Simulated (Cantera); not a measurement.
Input: 1 mol C6H6, 0.061 mol H2O, 22 mol H2, equilibrated at 777 °C and 88.0 bar.

Equilibrium computed with Cantera from the NASA thermochemical tables; the gas is ideal and each condensed phase is pure. Candidate condensed phases: C, C6H6, C7H8, C8H18, H2O; 110 gas species. The ideal-gas law is rough above about 30 bar. The numbers say what is thermodynamically allowed, not how fast it happens.

Base state: H2 0.682, CH4 0.315, H2O 0.00316, C2H6 3.90e-5, CO 3.89e-5 (mole fractions); condensed: gas only.

Question: What changes in the equilibrium state with this change: C6H6 replaced by C2H2?

Answer: 
| species | before | after |
|---|---|---|
| H2 | 0.682 | 0.902 |
| CH4 | 0.315 | 0.0950 |
| H2O | 0.00316 | 0.00289 |
| C2H6 | 3.90e-5 | 2.68e-6 |
| CO | 3.89e-5 | 4.65e-6 |
